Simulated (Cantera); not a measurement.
Feed: 1 mol B₂O₃, 0.06 mol O₂, at 0.190 bar.

These are equilibrium values from Cantera (NASA tables, ideal gas, pure condensed phases), not measurements of a reactor. Candidate condensed phases: B, B₂O₃; 10 gas species. The numbers say what is thermodynamically allowed, not how fast it happens.

x: gas mole fraction; n: condensed amount in mol.

| T (K) | x O₂ | x B₂O₃ | x BO₂ | x O | x BO | n B₂O₃(l) |
|---|---|---|---|---|---|---|
| 900 | 1.00 | <1e-12 | <1e-12 | 1.24e-11 | <1e-12 | 1.00 |
| 1000 | 1.00 | 1.76e-11 | 6.54e-11 | 3.61e-10 | <1e-12 | 1.00 |
| 1100 | 1.00 | 1.35e-9 | 2.51e-9 | 5.72e-9 | <1e-12 | 1.00 |
| 1200 | 1.00 | … | … | … | <1e-12 | 1.00 |
| 1300 | 1.000 | 9.80e-7 | 6.61e-7 | 4.06e-7 | <1e-12 | 1.00 |
| 1400 | 1.000 | 1.26e-5 | 5.82e-6 | 2.17e-6 | 2.08e-12 | 1.000 |
| 1500 | 1.000 | 0.000114 | 3.80e-5 | 9.30e-6 | 6.66e-11 | 1.000 |
| 1600 | 0.999 | 0.000772 | 0.000195 | 3.33e-5 | 1.37e-9 | 1.000 |
| 1700 | 0.995 | 0.00412 | 0.000821 | 0.000102 | 1.96e-8 | 1.000 |
| 1800 | 0.979 | 0.0180 | 0.00292 | 0.000276 | 2.08e-7 | 0.999 |
| 1900 | 0.923 | 0.0670 | 0.00894 | 0.000658 | 1.73e-6 | 0.995 |
| 2000 | 0.758 | 0.217 | 0.0235 | 0.00134 | 1.19e-5 | 0.982 |
| 2100 | … | … | 0.0477 | … | … | … |
| 2200 | 0.0430 | 0.906 | 0.0493 | 0.00129 | 0.000469 | 0 |

Q: Some entries are withheld; supply them.

A: 
- 2100, x O₂: 0.328
- 2100, x B₂O₃: 0.622
- 2100, x O: 0.00183
- 2100, x BO: 8.06e-5
- 2100, n B₂O₃(l): 0.886
- 1200, x B₂O₃: 4.84e-8
- 1200, x BO₂: 5.16e-8
- 1200, x O: 5.75e-8
